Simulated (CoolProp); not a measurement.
Vapour-liquid equilibrium of ethylbenzene (1) + m-xylene (2) at 0.545 bar; x and y are mole fractions of (1).

Values from CoolProp's multi-fluid Helmholtz-energy mixture model, Zhou 2012 and Zhou 2012; pair parameters Bell 2016.

| x | bubble temperature (°C) | y at the bubble point | dew temperature at overall composition x (°C) | liquid density (mol/L) |
|---|---|---|---|---|
| 0.05 | 117.2 | 0.055 | 117.2 | 7.315 |
| 0.125 | 116.9 | 0.136 | 117.0 | 7.318 |
| 0.2 | 116.7 | 0.216 | 116.7 | 7.320 |
| 0.275 | 116.4 | 0.294 | 116.5 | 7.323 |
| 0.35 | 116.2 | 0.371 | 116.3 | 7.325 |
| 0.425 | 116.0 | 0.447 | 116.0 | 7.329 |
| 0.5 | 115.7 | 0.521 | 115.8 | 7.332 |
| 0.575 | 115.5 | 0.595 | 115.6 | 7.335 |
| 0.65 | 115.3 | 0.668 | 115.4 | 7.339 |
| 0.725 | 115.1 | 0.740 | 115.2 | 7.343 |
| 0.8 | 115.0 | 0.811 | 115.0 | 7.348 |
| 0.875 | 114.8 | 0.882 | 114.8 | 7.352 |
| 0.95 | 114.6 | 0.953 | 114.6 | 7.357 |

No azeotrope shows between x = 0.05 and 0.95.

Pair parameters are fitted to limited data, so mixtures are less certain than the pure fluids.
